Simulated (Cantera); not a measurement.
Feed: 1 mol Si₂Cl₆, 23 mol NH₃, 1.2 mol N₂, equilibrated at 3.80 mbar.

Method: chemical equilibrium by Gibbs-energy minimisation in Cantera with the NASA 1993 tables (ideal gas, pure condensed phases). Candidate condensed phases: NH₄Cl, Si, Si₃N₄; 28 gas species. The feed counts by its element totals alone. Kinetics and transport are ignored.

Over these rows the condensed part is Si₃N₄(s). Partial pressures as log10 of bar:

```csv
T (K),1000/T (1/K),log p SiCl₄,log p H₂,log p N₂,log p HCl
873,1.1455,-6.34,-2.61,-3.05,-3.33
1023,0.9775,?,-2.61,-3.05,-3.33
1173,0.8525,-6.84,-2.61,-3.05,-3.33
1323,0.7559,-7.03,-2.61,-3.05,-3.34
1473,0.6789,-7.32,-2.61,-3.05,-3.38
1623,0.6161,-8.02,-2.60,-3.03,-3.52
```

Question: Fit log p(SiCl₄) = a + b·(1000/T) to the five rows, give the apparent enthalpy, and predict the row at 1023 K.

Answer: Means: 1000/T = 0.8098, log p = -7.110. Sxy = 0.469462, Sxx = 0.1720775, so b = 2.73 and a = -7.110 − (2.73)×0.8098 = -9.32.
Apparent enthalpy: −19.145 × (2.73) = -52 kJ/mol. With the condensed phases at unit activity, 1/3 Si₃N₄(s) + 4 HCl(g) = SiCl₄(g) + 2 H₂(g) + 2/3 N₂(g) links this pressure to the main gases: over the six rows their terms move log p by -0.79 in all, so the slope isn't that reaction's ΔH° alone. The five rows lie within 0.38 of the line; that is curvature, so one enthalpy describes this range poorly.
Prediction at 1023 K: -9.32 + (2.73)×0.9775 = -6.65. The computed value is -6.63, 0.02 from the line.
